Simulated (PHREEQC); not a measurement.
A PHREEQC speciation (ion-association model, phreeqc.dat) at 25 °C gives pH 4.60 and these molalities:

```json
[
 {"species": "Cd+2", "mol/kgw": "0.00502"},
 {"species": "SO4-2", "mol/kgw": "0.00489"},
 {"species": "CdSO4", "mol/kgw": "0.00235"},
 {"species": "Cd(SO4)2-2", "mol/kgw": "0.000128"},
 {"species": "Cl-", "mol/kgw": "2.82e-5"},
 {"species": "H+", "mol/kgw": "2.81e-5"},
 {"species": "HSO4-", "mol/kgw": "7.93e-6"},
 {"species": "CdCl+", "mol/kgw": "7.75e-6"},
 {"species": "CdOH+", "mol/kgw": "1.10e-8"}
]
```

### Question
What are the element totals, and what could have been dissolved in 1 kg of water to give them?

### Answer
This is not unique; one that fits is totals Cd 0.00750, Cl 3.60e-5, S(6) 0.00750 mol/kgw, from 7.5 mmol/kgw CdSO4 and 0.036 mmol/kgw HCl.

Precipitation was switched off in this run.
